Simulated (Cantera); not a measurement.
# Equilibrium for boron, boron nitride and boron oxide: B2H6 + N2 + H2

Feed: 1 mol B2H6, 0.24 mol N2, 0.14 mol H2, held at 0.0133 bar.

Equilibrium computed with Cantera from the NASA thermochemical tables; the gas is ideal and each condensed phase is pure. Candidate condensed phases: B, BN; 15 gas species. The feed counts by its element totals alone. N2 is the only nitrogen source here; it is nearly inert below about 1500 K, so the nitride shown seldom forms there in practice. Mutual solubility and eutectic melting of coexisting phases are not modelled. The tables' values for BH2 are old estimates; treat these amounts as uncertain. Kinetics and transport are ignored.

```json
[
 {"T (°C)": "1202", "x H2": "1.000", "x N2": "2.07e-7", "x H": "0.000112", "x BH2": "7.60e-6", "x B": "6.80e-11", "n B(s)": "1.52", "n BN(s)": "0.480"},
 {"T (°C)": "1302", "x H2": "1.000", "x N2": "2.75e-6", "x H": "0.000360", "x BH2": "2.07e-5", "x B": "1.22e-9", "n B(s)": "1.52", "n BN(s)": "0.480"},
 {"T (°C)": "1402", "x H2": "0.999", "x N2": "2.67e-5", "x H": "0.00101", "x BH2": "4.98e-5", "x B": "1.54e-8", "n B(s)": "1.52", "n BN(s)": "0.480"},
 {"T (°C)": "1502", "x H2": "0.997", "x N2": "0.000200", "x H": "0.00250", "x BH2": "0.000108", "x B": "1.46e-7", "n B(s)": "1.52", "n BN(s)": "0.479"},
 {"T (°C)": "1602", "x H2": "0.993", "x N2": "0.00121", "x H": "0.00566", "x BH2": "0.000216", "x B": "1.08e-6", "n B(s)": "1.53", "n BN(s)": "0.472"},
 {"T (°C)": "1702", "x H2": "0.982", "x N2": "0.00605", "x H": "0.0117", "x BH2": "0.000397", "x B": "6.56e-6", "n B(s)": "1.56", "n BN(s)": "0.442"},
 {"T (°C)": "1802", "x H2": "0.951", "x N2": "0.0260", "x H": "0.0225", "x BH2": "0.000674", "x B": "3.33e-5", "n B(s)": "1.69", "n BN(s)": "0.311"},
 {"T (°C)": "1902", "x H2": "0.889", "x N2": "0.0696", "x H": "0.0399", "x BH2": "0.00105", "x B": "0.000145", "n B(s)": "2.00", "n BN(s)": "0"}
]
```
x: gas mole fraction; n: condensed amount in mol.

From 1202 °C to 1802 °C the condensed part is B(s) + BN(s). At 1902 °C the condensed part is B(s).
